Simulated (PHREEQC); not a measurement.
PHREEQC input (ion-association model, phreeqc.dat):

```
SOLUTION 0
  temp 25
  units mmol/kgw
  pH 7 charge
  S(6) 51
  Mg 14
  Na 74
  Cl 0.01
  O(0) 1 O2(g) -0.68
SOLUTION 1-30
  temp 25
  units mmol/kgw
  pH 7 charge
  Cl 6.81
  Cd 2.4
  Mg 1
  O(0) 1 O2(g) -0.68
END
EXCHANGE 1-30
  X 0.21
  -equilibrate 1
END
SELECTED_OUTPUT 1
  -reset false
  -pH true
  -pe true
  -ionic_strength true
  -water true
  -step true
  -totals Cd Cl Mg Na S S(-2) S(6)
  -molalities NaX MgX2 CdX2
  -saturation_indices Halite Cd(OH)2
PRINT
  -reset false
TRANSPORT
  -cells 30
  -shifts 210
  -lengths 0.00666667
  -time_step 300
  -dispersivities 0.007
  -boundary_conditions flux flux
  -correct_disp true
  -punch_cells 30
  -punch_frequency 7
END
```

Selected output (columns that matter, 9 of 31 rows; pore volumes added in front):

```
pore volumes	pH	mu	Cd	Cl	Mg	Na	S	m_NaX	m_MgX2	m_CdX2	si_Halite	si_Cd(OH)2
0	5.0357	0.0088186	0.0024	0.00681	0.001	0	0	0	0.028284	0.076716	-1000	-6.5151
0.95	5.2647	0.058246	0.016912	0.0035747	0.0082989	0.0016727	0.024265	0.0012357	0.028069	0.076313	-7.1243	-5.5378
1.8833	5.401	0.11217	0.020245	4.5767e-05	0.0088968	0.043216	0.050732	0.029979	0.023036	0.066974	-7.6327	-5.3705
2.5833	5.4272	0.11873	0.014477	1.0418e-05	0.0062773	0.060485	0.050997	0.048318	0.02088	0.059961	-8.1019	-5.5004
3.5167	5.4418	0.12264	0.010727	1.0001e-05	0.0056115	0.069323	0.051	0.061015	0.022275	0.052217	-8.0437	-5.6222
4.45	5.4483	0.12431	0.0083779	1e-05	0.0065663	0.072112	0.051	0.06621	0.028152	0.043743	-8.0163	-5.7256
5.15	5.4517	0.12507	0.0067978	1e-05	0.0077664	0.072872	0.051	0.068137	0.034397	0.036535	-8.0046	-5.8143
6.0833	5.4554	0.12585	0.0048686	1e-05	0.0094631	0.073336	0.051	0.069787	0.043225	0.026881	-7.9931	-5.9569
7.0167	5.4583	0.12645	0.0032792	1e-05	0.010927	0.073587	0.051	0.070949	0.051062	0.018464	-7.9845	-6.1267
```

Complexes and solids missing from the database can't appear.
